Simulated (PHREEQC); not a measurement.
A PHREEQC input (ion-association model, phreeqc.dat):

```
SOLUTION 1
  temp 25
  units mg/L
  pH 6.01
  pe 1.2
  Na 1.23
  K 0.078
  Ca 0.0468
  Mg 1.73
  Cl 0.976
  S(6) 3.47 as S
  Alkalinity 6.45 as HCO3
  Mn(2) 0.0865
END
USE solution 1
EQUILIBRIUM_PHASES 1
  Quartz 0 0.5
  CO2(g) -2 10
END
```

The run finishes without an error or a warning.

Its last state differs from that of the intended input:

```
quantity                    as run  intended
------------------------  --------  --------
ionic strength (mol/kgw)  0.000454  0.000314
MgSO4 (mol/kgw)            1.44e-6   5.01e-7
NaSO4- (mol/kgw)           2.60e-8   8.80e-9
MnSO4 (mol/kgw)            2.40e-8   8.36e-9
CaSO4 (mol/kgw)            1.80e-8   6.25e-9
SI of Quartz (SiO2)          +0.00     -0.00
```

Q: One thing in the input isn't as intended. What explains the difference?

A: Several could match; the one computed here: The fault: sulfate typed 'as S' though the number is for SO4. The line should read `as SO4` where the input has `as S`.
